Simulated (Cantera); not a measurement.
Cantera run, input and output.

```python
import numpy as np
import cantera as ct

gas = ct.Solution("gri30.yaml")
gas.TPX = 300, 48000, {'H2': 1, 'O2': 1, 'N2': 3.76}
inlet = ct.Reservoir(gas, clone=True)
gas.equilibrate("HP")  # start burning
reactor = ct.IdealGasConstPressureReactor(gas, energy="on", clone=False)
exhaust = ct.Reservoir(gas, clone=True)
tau = [0.083, 0.031, 0.011, 0.0041, 0.0015, 0.00055, 0.0002, 7.4e-05, 2.7e-05][0]
for a, b in ((inlet, reactor), (reactor, exhaust)):
    ct.MassFlowController(a, b, mdot=lambda t: reactor.mass / tau)
net = ct.ReactorNet([reactor])
show = ['H2', 'O2', 'OH', 'H', 'NO', 'H2O2', 'HO2']

rows = []
print(f"{'tau/s':>10s}{'T/K':>9s}" + "".join(f"{s:>11s}" for s in show))
for tau in [0.083, 0.031, 0.011, 0.0041, 0.0015, 0.00055, 0.0002, 7.4e-05, 2.7e-05]:
    net.initial_time = 0.0
    net.advance(30 * tau)
    before = gas.X
    net.advance(40 * tau)
    drift = np.max(np.abs(gas.X - before) / (gas.X + 1e-9))
    rows.append([gas.T, *gas[show].X, drift])
    print(f"{tau:10.3e}{gas.T:9.1f}" + "".join(f"{x:11.3e}" for x in gas[show].X))
```

Result:

```
     tau/s      T/K         H2         O2         OH          H         NO       H2O2        HO2
 8.300e-02   1633.4  4.098e-04  9.453e-02  1.891e-03  8.174e-05  6.154e-06  1.851e-07  3.407e-06
 3.100e-02   1624.4  7.836e-04  9.435e-02  2.571e-03  2.189e-04  5.204e-06  2.807e-07  5.873e-06
 1.100e-02   1607.5  1.526e-03  9.414e-02  3.470e-03  6.045e-04  4.970e-06  4.353e-07  9.879e-06
 4.100e-03   1578.5  2.804e-03  9.401e-02  4.426e-03  1.532e-03  5.738e-06  6.782e-07  1.511e-05
 1.500e-03   1527.2  5.029e-03  9.421e-02  5.265e-03  3.703e-03  7.118e-06  1.137e-06  2.160e-05
 5.500e-04   1443.5  8.813e-03  9.543e-02  5.543e-03  8.029e-03  7.605e-06  2.087e-06  2.928e-05
 2.000e-04   1312.7  1.732e-02  1.000e-01  4.830e-03  1.471e-02  5.235e-06  3.954e-06  4.034e-05
 7.400e-05    300.0  1.736e-01  1.736e-01 -1.221e-23 -2.264e-25 -2.443e-21 -2.477e-19 -1.141e-18
 2.700e-05    300.0  1.736e-01  1.736e-01 -1.695e-26 -3.147e-28 -3.404e-24 -3.451e-22 -1.590e-21
```

Cantera simulation using GRI-Mech 3.0 (53 species, 325 reactions); the numbers are that mechanism's predictions, not measurements.
